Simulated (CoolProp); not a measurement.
Vapour-liquid equilibrium of CH2F2 (R32) (1) + R227EA (2) at 0.0468 MPa; x and y are mole fractions of (1).

Computed with CoolProp (multi-fluid Helmholtz-energy mixture model, Tillner-Roth 1997 and Lemmon 2016; pair parameters Bell 2016).

Problem. Give the bubble temperature and the first vapour's composition at x = 0.35, 0.5, 0.65. Is there an azeotrope?

Solution. x = 0.35: 217.6 K, y = 0.812; x = 0.5: 213.8 K, y = 0.878; x = 0.65: 211.4 K, y = 0.917. No azeotrope shows between x = 0.05 and 0.95.

The pair parameters rest on a limited set of measurements; away from them the model extrapolates.
